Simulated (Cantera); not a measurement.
An isothermal, constant-pressure homogeneous reactor starts with CH4 : CO2 = 1 : 1.9 (molar parts), at 1525 K and 1.01 bar.

Cantera simulation using GRI-Mech 3.0 (53 species, 325 reactions); the numbers are that mechanism's predictions, not measurements.

### Question
Predict: x(CH4) at 3.00 s; x(CO2) at 3.00 s; x(C2H4) at 3.00 s; x(H2O) at 3.00 s; x(H) at 3.00 s.

### Answer
- x(CH4) at 3.00 s = 0.0253 (gas-phase equilibrium 4.02e-7)
- x(CO2) at 3.00 s = 0.177 (gas-phase equilibrium 0.0724)
- x(C2H4) at 3.00 s = 0.00242 (gas-phase equilibrium <1e-12)
- x(H2O) at 3.00 s = 0.204 (gas-phase equilibrium 0.111)
- x(H) at 3.00 s = 9.58e-6 (gas-phase equilibrium 1.29e-5)
